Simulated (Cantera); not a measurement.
# Thermodynamics of nitride etching, feed Si₃N₄ + Cl₂

Feed: 1 mol Si₃N₄, 12 mol Cl₂, equilibrated at 47000 Pa.

Equilibrium computed with Cantera from the NASA thermochemical tables; the gas is ideal and each condensed phase is pure. Candidate condensed phases: Si, Si₃N₄; 13 gas species. The tables' values for SiCl₃ are old estimates; treat these amounts as uncertain. Equilibrium is a limit: real reactors are often held back by kinetics, nucleation or transport.

```tsv
T (K)	x Cl₂	x Cl	x SiCl₄	x N₂
1175	0.542	0.00389	0.272	0.181
1275	0.537	0.0106	0.271	0.181
1375	0.526	0.0247	0.269	0.180
1475	0.506	0.0511	0.266	0.177
1575	0.472	0.0948	0.260	0.173
1675	0.422	0.159	0.251	0.167
1775	0.357	0.244	0.239	0.160
1875	0.281	0.343	0.224	0.151
```
x: gas mole fraction; nothing condenses.

From 1175 K to 1875 K nothing is condensed. The main Si-bearing gas is SiCl₄ throughout.
